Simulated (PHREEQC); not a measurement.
# Copper plating or etch bath: speciation

Make-up at 25 °C: 0.0005 mol/kgw CuSO4, 4.8e-05 mol/kgw HBF4 and 0.0024 mol/kgw KCl. Closed to the air; pH follows from the charge balance.

The numbers come from PHREEQC with the ion-association model, phreeqc.dat.

| Item | Result |
|---|---|
| pH | 3.84 |
| ionic strength | 0.00443 mol/kgw |
| specific conductance | 516 µS/cm |
| total alkalinity | -0.192 meq/kg |

```csv
species,molality,activity,log γ
Cl-,0.00240,0.00223,-0.031
K+,0.00239,0.00223,-0.031
Cu+2,0.000471,0.000357,-0.120
SO4-2,0.000463,0.000349,-0.123
F-,0.000159,0.000148,-0.032
H+,0.000155,0.000145,-0.028
H3BO3,4.80e-5,4.80e-5,0.000
HF,3.21e-5,3.21e-5,0.000
CuSO4,2.55e-5,2.55e-5,0.000
KSO4-,5.86e-6,5.47e-6,-0.030
HSO4-,5.29e-6,4.92e-6,-0.031
```

No solid was allowed to form. Species that the database lacks are ignored. Real BF4- forms and hydrolyses slowly; the run takes it at equilibrium.
